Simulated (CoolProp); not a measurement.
Vapour pressure (kPa) of sulfur hexafluoride: the reference equation beside estimates from Tc = 318.7 K, pc = 3755 kPa, ω = 0.210. Clausius-Clapeyron is anchored at 253 K with a constant enthalpy of vaporisation of 14.11 kJ/mol.

Model: reference Helmholtz-energy equation of state, Guder 2009, in CoolProp.

| T (K) | reference | Lee-Kesler | Clausius-Clapeyron | van der Waals | Redlich-Kwong | Soave-Redlich-Kwong | Peng-Robinson |
|---|---|---|---|---|---|---|---|
| 238.8 | 421.3 | 429.2 | 460.4 | 1055 | 568.3 | 429.6 | 425.8 |
| 245.9 | 541.7 | 551.2 | 565.3 | 1215 | 709.5 | 552.6 | 546.7 |
| 253 | 686.1 | 696.9 | 686.1 | 1388 | 873.5 | 700.1 | 691.8 |
| 260.1 | 857.3 | 869.1 | 823.9 | 1577 | 1062 | 875.0 | 864.1 |
| 267.1 | 1055 | 1067 | 977.5 | 1778 | 1273 | 1077 | 1063 |
| 274.2 | 1288 | 1301 | 1152 | 1998 | 1515 | 1315 | 1299 |
| 281.3 | 1558 | 1569 | 1347 | 2234 | 1786 | 1589 | 1570 |
| 288.4 | 1867 | 1877 | 1563 | 2486 | 2088 | 1902 | 1882 |
| 295.5 | 2220 | 2229 | 1800 | 2755 | 2422 | 2257 | 2238 |
| 302.5 | 2615 | 2623 | 2056 | 3037 | 2784 | 2652 | 2635 |
| 309.6 | 3071 | 3078 | 2338 | 3340 | 3186 | 3101 | 3089 |

Absolute difference from the reference over all 11 rows, mean and median: Lee-Kesler 1.0 and 1.0 %, Clausius-Clapeyron 11.8 and 10.6 %, van der Waals 64.6 and 55.1 %, Redlich-Kwong 18.3 and 17.6 %, Soave-Redlich-Kwong 1.8 and 2.0 %, Peng-Robinson 0.8 and 0.8 %.
